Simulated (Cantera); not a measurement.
Gas mixture: N2 : CH3OH : CH4 : CO = 0.66 : 0.9 : 0.32 : 0.66 (molar parts), at 200000 Pa, frozen composition.

Cantera's kinetic-theory transport with the Lennard-Jones parameters of GRI-Mech 3.0, ideal gas; thermal conductivity in the mixture-averaged form. Polar gases are described roughly by these parameters. The composition is frozen, though it would react at the higher temperatures.

One state of this run: ρ (kg/m³) = 0.560; cp (J/kg/K) = 2230; μ (µPa s) = 40.8; λ (mW/m/K) = 112; Pr = 0.809; D (cm²/s) N2 = 1.03; D (cm²/s) NO = 1.03; D (cm²/s) H2O = 1.33. D: mixture-averaged diffusion coefficient of that species in the mixture.

Which value of T (K) does it belong to?
(A) 1100
(B) 1200
(C) 800
(D) 500

B, 1200
